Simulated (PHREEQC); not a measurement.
A solution holds 0.21 mol H3BO3, 0.00015 mol K2HPO4 and 0.21 mol KCl per kg of water, at 80 °C. Closed to the air; pH follows from the charge balance.

Equilibrium calculation in PHREEQC: ion-association model, phreeqc.dat.

Each row changes one thing in this solution. Precipitation was switched off in this run.

| case | pH | H2BO3- (mol/kgw) | H2PO4- (mol/kgw) | HPO4-2 (mol/kgw) | KHPO4- (mol/kgw) | H3PO4 (mol/kgw) | SI of Sylvite (KCl) |
|---|---|---|---|---|---|---|---|
| as made | 5.54 | 0.000142 | 0.000138 | 1.07e-5 | 1.07e-6 | 7.04e-8 | -2.82 |
| temperature from 80 to 60 °C | … | 0.000139 | 0.000136 | 1.23e-5 | 1.30e-6 | 4.48e-8 | -2.73 |
| diluted 5-fold with water | … | 3.07e-5 | 2.81e-5 | 1.82e-6 | 6.56e-8 | 1.34e-8 | … |
| diluted 10-fold with water | … | 1.63e-5 | 1.41e-5 | 8.84e-7 | 1.94e-8 | 6.29e-9 | … |

Task: Complete the blanks.

Result: 
- temperature from 80 to 60 °C, pH: 5.66
- diluted 5-fold with water, pH: 5.64
- diluted 5-fold with water, SI of Sylvite (KCl): -4.07
- diluted 10-fold with water, pH: 5.69
- diluted 10-fold with water, SI of Sylvite (KCl): -4.63

Species that the database lacks are ignored. Away from 25 °C the constants follow the database's enthalpies or fits; those with neither stay at their 25 °C values.
